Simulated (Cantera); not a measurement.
**Reactions in the system Ca-F-H**

Standard-state values (1 bar) from the NASA 1993 polynomials, evaluated with Cantera. Values are per mole of reaction as written; species without (g) are pure solids or liquids, kept so even where they would boil at 1 bar.

2 HF(g) + Ca ⇌ H2(g) + CaF2

| T (K) | ΔH° (kJ) | ΔS° (J/K) | ΔG° (kJ) | log10 K | condensed phases |
|---|---|---|---|---|---|
| 300 | -680.8 | -190.8 | -623.5 | 108.57 | Ca(s), CaF2(s) |
| 1273 | -668.0 | -169.1 | -452.7 | 18.57 | Ca(l), CaF2(s) |
| 1298 | -667.2 | -168.5 | -448.5 | 18.05 | Ca(l), CaF2(s) |
| 1323 | -666.4 | -167.9 | -444.2 | 17.54 | Ca(l), CaF2(s) |
| 1348 | -665.6 | -167.3 | -440.1 | 17.05 | Ca(l), CaF2(s) |
| 1373 | -664.8 | -166.7 | -435.9 | 16.58 | Ca(l), CaF2(s) |
| 1398 | -664.0 | -166.1 | -431.7 | 16.13 | Ca(l), CaF2(s) |
| 1423 | -663.1 | -165.5 | -427.6 | 15.69 | Ca(l), CaF2(s) |
| 1448 | -657.1 | -161.3 | -423.5 | 15.28 | Ca(l), CaF2(s) |
